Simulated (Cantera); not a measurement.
Cantera run, input and output.

```python
import numpy as np
import cantera as ct

gas = ct.Solution("gri30.yaml")
gas.TPX = 1175, 2400000, {'C3H8': 1, 'O2': 9.26, 'N2': 34.8}
reactor = ct.IdealGasReactor(gas, energy="on", clone=False)
net = ct.ReactorNet([reactor])
net.rtol, net.atol = 1e-08, 1e-16
show = ['C3H8', 'O2', 'O', 'NO2', 'H2O', 'CH4']
times = np.geomspace(3e-06, 0.4, 15)

steps = ct.SolutionArray(gas, extra=["t"])
rows = []
print(f"{'t/s':>10s}{'T/K':>9s}{'P/Pa':>11s}" + "".join(f"{s:>11s}" for s in show))
for t in times:
    while net.time < t:
        t_next = net.step()
        steps.append(gas.state, t=t_next)
    rows.append([np.interp(t, steps.t, y) for y in (steps.T, steps.P, *steps(*show).X.T)])
    print(f"{t:10.3e}{rows[-1][0]:9.1f}{rows[-1][1]:11.4g}" + "".join(f"{x:11.3e}" for x in rows[-1][2:]))
rate = np.gradient(steps.T, steps.t)
print("integrator steps:", len(steps.t))
if steps.T.max() > steps.T[0] + 200:
    print(f"time of steepest temperature rise: {steps.t[rate.argmax()]:.4e} s")
gas.TPX = 1175, 2400000, {'C3H8': 1, 'O2': 9.26, 'N2': 34.8}
gas.equilibrate("UV")
print(f"equilibrium (UV): T = {gas.T:.1f} K  " + "  ".join(f"{s} {gas[s].X[0]:.3e}" for s in show))
```

Output:

```
       t/s      T/K       P/Pa       C3H8         O2          O        NO2        H2O        CH4
 3.000e-06   1175.0    2.4e+06  2.219e-02  2.055e-01  4.116e-11  3.458e-24  1.259e-08  1.550e-08
 6.969e-06   1175.0    2.4e+06  2.219e-02  2.055e-01  9.374e-11  8.739e-23  7.549e-08  8.722e-08
 1.619e-05   1175.0    2.4e+06  2.219e-02  2.055e-01  2.490e-10  2.562e-21  5.334e-07  5.109e-07
 3.761e-05   1175.0    2.4e+06  2.218e-02  2.055e-01  7.147e-10  9.405e-20  4.205e-06  3.147e-06
 8.738e-05   1175.0    2.4e+06  2.213e-02  2.055e-01  1.340e-09  3.066e-18  2.604e-05  1.643e-05
 2.030e-04   1175.3  2.401e+06  2.199e-02  2.054e-01  1.693e-09  4.993e-17  1.009e-04  5.755e-05
 4.715e-04   1176.6  2.405e+06  2.151e-02  2.050e-01  2.884e-09  7.662e-16  3.743e-04  1.804e-04
 1.095e-03   1256.8  2.599e+06  1.180e-02  1.927e-01  6.607e-07  3.533e-12  1.089e-02  1.383e-03
 2.545e-03   2564.3  5.368e+06  1.811e-48  8.489e-02  7.896e-04  5.152e-05  8.387e-02  3.353e-18
 5.912e-03   2558.6  5.355e+06  1.528e-48  8.374e-02  7.643e-04  6.040e-05  8.393e-02  3.146e-18
 1.373e-02   2558.5  5.355e+06  1.524e-48  8.372e-02  7.639e-04  6.053e-05  8.393e-02  3.143e-18
 3.191e-02   2558.5  5.355e+06  1.524e-48  8.372e-02  7.639e-04  6.053e-05  8.393e-02  3.143e-18
 7.412e-02   2558.5  5.355e+06  1.524e-48  8.372e-02  7.639e-04  6.053e-05  8.393e-02  3.143e-18
 1.722e-01   2558.5  5.355e+06  1.524e-48  8.372e-02  7.639e-04  6.053e-05  8.393e-02  3.143e-18
 4.000e-01   2558.5  5.355e+06  1.524e-48  8.372e-02  7.639e-04  6.053e-05  8.393e-02  3.143e-18
integrator steps: 2306
time of steepest temperature rise: 1.1174e-03 s
equilibrium (UV): T = 2558.5 K  C3H8 2.626e-48  O2 8.372e-02  O 7.639e-04  NO2 6.053e-05  H2O 8.393e-02  CH4 4.481e-18
```

Cantera simulation using GRI-Mech 3.0 (53 species, 325 reactions); the numbers are that mechanism's predictions, not measurements. GRI-Mech 3.0 was tuned for natural gas; its chemistry of propane as a main component is partial and can be far from experiment. The pressure lies above the range GRI-Mech 3.0 was tuned for (to about 10 atm).
